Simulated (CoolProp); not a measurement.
Cyclopentane along the isotherm 544.8 K: density (kg/m³) from the reference equation and from simpler models built on Tc = 511.7 K, pc = 4.583 MPa, ω = 0.202; each cubic takes its own stable root.

Computed with CoolProp (reference Helmholtz-energy equation of state, Gedanitz 2015).

```
p (MPa)          phase  reference  ideal gas  Redlich-Kwong  Soave-Redlich-Kwong  Peng-Robinson
-------  -------------  ---------  ---------  -------------  -------------------  -------------
0.145              gas      2.266      2.245          2.265                2.265          2.268
0.226              gas      3.550      3.499          3.549                3.548          3.554
0.351              gas      5.558      5.434          5.557                5.554          5.569
0.547              gas      8.776      8.469          8.772                8.764          8.803
0.852              gas      13.96      13.19          13.95                13.93          14.03
1.33               gas      22.57      20.59          22.55                22.49          22.74
2.07               gas      37.28      32.05          37.24                37.06          37.72
3.22               gas      64.84      49.85          64.78                64.10          66.00
5.01     supercritical      131.2      77.57          131.9                127.1          133.6
7.8      supercritical      355.8      120.8          322.7                304.4          329.6
12.1     supercritical      452.9      187.3          412.1                402.1          442.4
18.9     supercritical      504.2      292.6          475.7                469.1          518.9
29.4     supercritical      545.9      455.2          530.9                526.3          583.5
45.8     supercritical      585.8      709.1          582.8                579.5          642.8
```
